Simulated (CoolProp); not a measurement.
Vapour-liquid equilibrium of carbon dioxide (1) + 1-butene (2) at 0.525 MPa; x and y are mole fractions of (1).

The numbers come from the multi-fluid Helmholtz-energy mixture model, Span 1996 and Lemmon 2005; pair parameters Bell 2016 in CoolProp.

Task: Give the bubble temperature and the first vapour's composition at x = 0.5, 0.65, 0.8. Is there an azeotrope?

Result: x = 0.5: -44.9 °C, y = 0.978; x = 0.65: -49.0 °C, y = 0.985; x = 0.8: -52.0 °C, y = 0.991. No azeotrope shows between x = 0.05 and 0.95.

Pair parameters are fitted to limited data, so mixtures are less certain than the pure fluids. The gap from Raoult's law changes sign with composition, which may be real or a fault of the pair parameters; it wasn't checked against measurements.
